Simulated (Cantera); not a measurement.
**Ni + H2S + N2 + NH3 (metals in furnace atmospheres)**

Feed: 1 mol Ni, 0.0071 mol H2S, 11 mol N2, 0.11 mol NH3, equilibrated at 1.00 bar.

Cantera equilibrium calculation (NASA polynomials, part measured and part estimated; ideal gas, pure solids and liquids). Candidate condensed phases: Ni, NiS, NiS2, Ni3S2, Ni3S4, S; 17 gas species. Metal and sulfide melt together well below either melting point, which pure phases cannot show. Mutual solubility and eutectic melting of coexisting phases are not modelled. Rates play no part.

| T (K) | x N2 | x H2 | x H2S | x S2 | x SH | x H | x NH3 | n Ni(s) | n Ni3S2(s) | n Ni3S2(l) |
|---|---|---|---|---|---|---|---|---|---|---|
| 1048 | 0.985 | 0.0153 | 6.51e-5 | 2.66e-9 | 7.88e-9 | 9.54e-10 | 8.03e-7 | 0.990 | 0.00318 | 0 |
| 1098 | 0.985 | 0.0152 | 7.93e-5 | 1.01e-8 | 2.27e-8 | 3.05e-9 | 6.00e-7 | 0.991 | 0 | 0.00310 |
| 1148 | 0.985 | 0.0152 | 9.30e-5 | 3.30e-8 | 5.84e-8 | 8.84e-9 | 4.60e-7 | 0.991 | 0 | 0.00303 |
| 1198 | 0.985 | 0.0152 | 0.000107 | 9.63e-8 | 1.38e-7 | 2.35e-8 | 3.60e-7 | 0.991 | 0 | 0.00295 |
| 1248 | 0.985 | 0.0152 | 0.000121 | 2.55e-7 | 3.03e-7 | 5.76e-8 | 2.87e-7 | 0.991 | 0 | 0.00287 |
| 1298 | 0.985 | 0.0152 | 0.000135 | 6.21e-7 | 6.22e-7 | 1.32e-7 | 2.32e-7 | 0.992 | 0 | 0.00278 |
| 1348 | 0.985 | 0.0152 | 0.000148 | 1.40e-6 | 1.21e-6 | 2.85e-7 | 1.91e-7 | 0.992 | 0 | 0.00270 |
| 1398 | 0.985 | 0.0152 | 0.000161 | 2.96e-6 | 2.22e-6 | 5.83e-7 | 1.60e-7 | 0.992 | 0 | 0.00260 |
| 1448 | 0.985 | 0.0152 | 0.000174 | 5.91e-6 | 3.91e-6 | 1.13e-6 | 1.35e-7 | 0.993 | 0 | 0.00249 |
x: gas mole fraction; n: condensed amount in mol.

At 1048 K the condensed part is Ni(s) + Ni3S2(s). From 1098 K to 1448 K the condensed part is Ni(s) + Ni3S2(l).
